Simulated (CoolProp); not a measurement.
Vapour-liquid equilibrium of CHF3 (R23) (1) + R125 (2) at 254.2 K; x and y are mole fractions of (1).

The numbers come from the multi-fluid Helmholtz-energy mixture model, Penoncello 2003 and Lemmon 2005; pair parameters Bell 2016 in CoolProp.

Give the bubble pressure and the first vapour's composition at x = 0.2, 0.575, 0.875. Is there an azeotrope?

x = 0.2: 0.5434 MPa, y = 0.452; x = 0.575: 0.9425 MPa, y = 0.810; x = 0.875: 1.287 MPa, y = 0.953. No azeotrope shows between x = 0.05 and 0.95.

The pair parameters rest on a limited set of measurements; away from them the model extrapolates.
